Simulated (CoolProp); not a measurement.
Model: reference Helmholtz-energy equation of state, Zhou 2012, in CoolProp.

Problem. For ethylbenzene, give the phase and the cp (kJ/(kg K)), cv (kJ/(kg K)) at 230.55 °C and 101 kPa; 294.35 °C and 101 kPa.

Solution. 
- 230.55 °C and 101 kPa: gas; cp 1.97, cv 1.89
- 294.35 °C and 101 kPa: gas; cp 2.15, cv 2.07
